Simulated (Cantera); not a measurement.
# Titanium nitride, carbide and oxide coatings: TiCl4 + H2O + H2

A closed system holds: 1 mol TiCl4, a varied amount of H2O, 190 mol H2, held at 2000 K and 13.0 mbar.

Cantera equilibrium calculation (NASA polynomials, part measured and part estimated; ideal gas, pure solids and liquids). Candidate condensed phases: H2O, Ti, TiCl2, TiCl3, TiCl4, TiO, TiO2, Ti2O3, Ti3O5, Ti4O7; 23 gas species. Condensed phases not in the tables: Magnéli phases beyond Ti4O7. The numbers say what is thermodynamically allowed, not how fast it happens.

From 3.1 mol H2O to 9.1 mol H2O the condensed part is Ti3O5(s). From 11 mol H2O to 20 mol H2O the condensed part is Ti4O7(l). The main Ti-bearing gas is TiO at 3.1 mol H2O and TiO2 at 20 mol H2O.

| n(H2O) (mol) | log p H2 | log p H2O | log p HCl | log p H | log p Cl | log p OH | n Ti3O5(s) | n Ti4O7(l) |
|---|---|---|---|---|---|---|---|---|
| 3.1 | -1.90 | -4.02 | -3.58 | -3.74 | -5.55 | -6.86 | 0.332 | 0 |
| 4.6 | -1.91 | -3.72 | -3.59 | -3.74 | -5.55 | -6.55 | 0.332 | 0 |
| 6.1 | -1.91 | -3.54 | -3.59 | -3.74 | -5.55 | -6.37 | 0.333 | 0 |
| 7.6 | -1.91 | -3.42 | -3.59 | -3.75 | -5.55 | -6.25 | 0.332 | 0 |
| 9.1 | -1.92 | -3.32 | -3.60 | -3.75 | -5.55 | -6.15 | 0.332 | 0 |
| 11 | -1.92 | -3.23 | -3.60 | -3.75 | -5.56 | -6.06 | 0 | 0.249 |
| 12 | -1.92 | -3.19 | -3.60 | -3.75 | -5.56 | -6.02 | 0 | 0.249 |
| 14 | -1.93 | -3.12 | -3.61 | -3.75 | -5.56 | -5.94 | 0 | 0.249 |
| 15 | -1.93 | -3.08 | -3.61 | -3.75 | -5.56 | -5.91 | 0 | 0.249 |
| 17 | -1.93 | -3.03 | -3.61 | -3.76 | -5.56 | -5.85 | 0 | 0.249 |
| 18 | -1.94 | -3.00 | -3.61 | -3.76 | -5.56 | -5.82 | 0 | 0.249 |
| 20 | -1.94 | -2.95 | -3.62 | -3.76 | -5.56 | -5.77 | 0 | 0.249 |
log p: log10 of the partial pressure in bar; n: condensed amount in mol.
